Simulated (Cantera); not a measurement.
Cantera run:

```python
import numpy as np
import cantera as ct

gas_names = """
    AL ALH ALO ALOH ALO2 ALO2H AL2 AL2O AL2O2 H HALO HO2 H2 H2O H2O2 O OH O2 O3
""".split()
cond_names = """
    AL(cr) AL(L) AL2O3(a) AL2O3(L) H2O(s) H2O(L)
""".split()


def load(file, names, dense=False):
    # The tables refer to 1 bar. Condensed volumes are neglected.
    table = {s.name: s for s in ct.Species.list_from_file(file)}
    out = []
    for n in names:
        d = dict(table[n].input_data)
        d["thermo"] = dict(d["thermo"], **{"reference-pressure": 1e5})
        if dense:
            d["equation-of-state"] = {"model": "constant-volume", "density": "1e6 g/cm^3"}
        out.append(ct.Species.from_dict(d))
    return out


gas = ct.Solution(thermo="ideal-gas", species=load("nasa_gas.yaml", gas_names))
cond = {s.name: ct.Solution(thermo="fixed-stoichiometry", species=[s], name=s.name)
        for s in load("nasa_condensed.yaml", cond_names, dense=True)}
atoms = {
    'Al': {'AL': 1},
    'H2O': {'H': 2, 'O': 1},
    'H2': {'H': 2},
}
top_T = {}  # K; cautious upper limits of use, not melting points


def equilibrate(T, P, feed):
    n = {}
    for name, mol in feed.items():
        for a, k in atoms[name].items():
            n[a] = n.get(a, 0.0) + k * mol
    gas.TPX = T, P, n
    mass = sum(n.values()) * gas.mean_molecular_weight
    gas.equilibrate("TP")
    valid = [c for c in cond.values() if c.min_temp <= T <= top_T.get(c.name, c.max_temp)]
    mix = ct.Mixture([(gas, mass / gas.mean_molecular_weight)] + [(c, 0.0) for c in valid])
    mix.T, mix.P = T, P
    mix.equilibrate("TP", solver="vcs", rtol=1e-11, max_steps=5000)
    return mix


results = []
feed = {'Al': 1, 'H2O': 1, 'H2': 2.1}  # mol
T = 1825  # K
for P in [10, 28, 77, 220, 600, 1700, 4600, 13000, 36000, 100000]:
    mix = equilibrate(T, P, feed)
    results.append((T, P, feed, dict(zip(mix.species_names, mix.species_moles))))

top = {s: max(r[3][s] / sum(r[3][g] for g in gas_names) for r in results) for s in gas_names}
cols = sorted((s for s in top if top[s] > 1e-06), key=lambda s: -top[s])[:9]
seen = [c for c in cond_names if any(r[3].get(c, 0) > 1e-12 for r in results)]
print("log10 of partial pressures in bar; condensed amounts in mol")
print(f"{'P/Pa':>10s}" + "".join(f"{s[:9]:>10s}" for s in cols + seen))
for T, P, feed, n in results:
    ng = sum(n[g] for g in gas_names)
    print(f"{P:10.4g}" + "".join(f"{np.log10(max(n[s] / ng * P / 1e5, 1e-99)):10.3f}" for s in cols)
          + "".join(f"{n.get(c, 0):10.4g}" for c in seen))
```

It prints:

```
log10 of partial pressures in bar; condensed amounts in mol
      P/Pa        H2        AL      AL2O         H       ALH      ALOH       AL2       H2O       ALO     AL(L)  AL2O3(a)
        10    -4.060    -5.178    -5.661    -5.386    -7.579    -8.132   -10.437    -8.827    -9.261         0    0.3079
        28    -3.605    -4.773    -5.121    -5.159    -6.946    -7.769    -9.627    -8.642    -9.126         0    0.3022
        77    -3.160    -4.384    -4.603    -4.936    -6.335    -7.418    -8.850    -8.456    -8.996         0    0.2963
       220    -2.701    -3.991    -4.078    -4.706    -5.712    -7.057    -8.063    -8.259    -8.865         0    0.2902
       600    -2.263    -3.623    -3.588    -4.487    -5.125    -6.715    -7.328    -8.065    -8.743         0    0.2847
      1700    -1.809    -3.250    -3.090    -4.260    -4.525    -6.364    -6.582    -7.860    -8.618         0    0.2795
      4600    -1.368    -2.979    -2.730    -4.040    -4.034    -6.053    -6.040    -7.600    -8.528   0.07177    0.2885
   1.3e+04    -0.897    -2.979    -2.730    -3.805    -3.799    -5.818    -6.040    -7.129    -8.528    0.2431    0.3181
   3.6e+04    -0.448    -2.979    -2.730    -3.580    -3.574    -5.593    -6.040    -6.680    -8.528    0.3003    0.3279
     1e+05    -0.002    -2.979    -2.730    -3.357    -3.351    -5.370    -6.040    -6.234    -8.528    0.3209    0.3314
```

Cantera equilibrium calculation (NASA polynomials, part measured and part estimated; ideal gas, pure solids and liquids). Mutual solubility and eutectic melting of coexisting phases are not modelled. The tables' values for AlOH are old estimates; treat these amounts as uncertain.
